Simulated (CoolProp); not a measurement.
Properties of sulfur hexafluoride along the isobar 1000 kPa.

The numbers come from the reference Helmholtz-energy equation of state, Guder 2009 in CoolProp.

```json
[
 {"T (°C)": "-28.85", "phase": "liquid", "Z": "0.04130", "expansivity (1/kK)": "3.203", "viscosity (µPa s)": "302", "fugacity coefficient": "0.4663"},
 {"T (°C)": "-11.95", "phase": "liquid", "Z": "0.04102", "expansivity (1/kK)": "4.006", "viscosity (µPa s)": "227", "fugacity coefficient": "0.7561"},
 {"T (°C)": "4.95", "phase": "gas", "Z": "0.8387", "expansivity (1/kK)": "?", "viscosity (µPa s)": "14.7", "fugacity coefficient": "0.8618"},
 {"T (°C)": "21.95", "phase": "gas", "Z": "0.8724", "expansivity (1/kK)": "5.292", "viscosity (µPa s)": "15.4", "fugacity coefficient": "0.8864"},
 {"T (°C)": "38.85", "phase": "gas", "Z": "0.8966", "expansivity (1/kK)": "4.580", "viscosity (µPa s)": "16.2", "fugacity coefficient": "0.9055"},
 {"T (°C)": "55.75", "phase": "gas", "Z": "0.9149", "expansivity (1/kK)": "4.079", "viscosity (µPa s)": "16.9", "fugacity coefficient": "0.9207"},
 {"T (°C)": "72.65", "phase": "gas", "Z": "0.9292", "expansivity (1/kK)": "3.700", "viscosity (µPa s)": "?", "fugacity coefficient": "0.9331"},
 {"T (°C)": "89.55", "phase": "gas", "Z": "0.9406", "expansivity (1/kK)": "3.400", "viscosity (µPa s)": "18.5", "fugacity coefficient": "0.9432"},
 {"T (°C)": "106.45", "phase": "gas", "Z": "?", "expansivity (1/kK)": "3.155", "viscosity (µPa s)": "19.2", "fugacity coefficient": "0.9516"},
 {"T (°C)": "123.35", "phase": "gas", "Z": "0.9575", "expansivity (1/kK)": "2.950", "viscosity (µPa s)": "19.9", "fugacity coefficient": "0.9586"},
 {"T (°C)": "140.35", "phase": "gas", "Z": "0.9638", "expansivity (1/kK)": "2.774", "viscosity (µPa s)": "?", "fugacity coefficient": "0.9646"}
]
```

Problem. What belongs in the gaps?

Solution. 
- 4.95, expansivity (1/kK): 6.424
- 72.65, viscosity (µPa s): 17.7
- 106.45, Z: 0.9499
- 140.35, viscosity (µPa s): 20.6

Viscosity comes from a separate model (Quiñones-Cisneros 2012).
